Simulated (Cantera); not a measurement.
Charge: 1 mol C2H5OH, 0.74 mol O2, 0.98 mol H2, at 4.30 bar.

Cantera equilibrium calculation (NASA polynomials, part measured and part estimated; ideal gas, pure solids and liquids). Candidate condensed phases: C, C6H6, C7H8, C8H18, H2O; 110 gas species. Equilibrium is a limit: real reactors are often held back by kinetics, nucleation or transport. All values below are at 2052 °C.

Base state: H2 0.589, CO 0.327, H2O 0.0729, CO2 0.00711, H 0.00407, OH 8.40e-5 (mole fractions); condensed: gas only.

Question: What changes in the equilibrium state with this change: C2H5OH replaced by C2H6?

Answer: 
```csv
species,before,after
H2,0.589,0.721
CO,0.327,0.271
H,0.00407,0.00450
H2O,0.0729,3.26e-5
C2H2 (acetylene),<1e-9,0.00352
C2H4,<1e-9,1.55e-5
CH4,1.34e-7,0.000456
CO2,0.00711,2.15e-6
CH3,1.73e-8,5.32e-5
"C(graphite), mol",0,0.478
```
